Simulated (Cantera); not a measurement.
Feed: 1 mol SiH₄, 0.021 mol CH₄, 3.5 mol H₂, equilibrated at 100000 Pa.

Cantera equilibrium calculation (NASA polynomials, part measured and part estimated; ideal gas, pure solids and liquids). Candidate condensed phases: C, C₆H₆, C₇H₈, C₈H₁₈, Si, SiC; 87 gas species. Mutual solubility and eutectic melting of coexisting phases are not modelled. Gases not in the tables: Si₂H₆ and higher silanes. Rates play no part. All values below are at 1400 °C.

Base state: H₂ 1.000, H 0.000114, CH₄ 1.62e-5, SiH₂ 1.10e-5 (mole fractions); condensed: Si(s) + SiC(s).

**Question.** What changes in the equilibrium state with this change: 0.003 mol O₂ added?

**Answer.** 
| species | before | after |
|---|---|---|
| H₂ | 1.000 | 0.999 |
| SiO | 0 | 0.00103 |
| H | 0.000114 | 0.000114 |
| CO | 0 | 4.91e-5 |
| CH₄ | 1.62e-5 | 1.62e-5 |
| SiH₂ | 1.10e-5 | 1.10e-5 |
| Si(s), mol | 0.979 | 0.974 |
| SiC(s), mol | 0.0209 | 0.0206 |
Further candidate phases: H₂O, SiO₂.
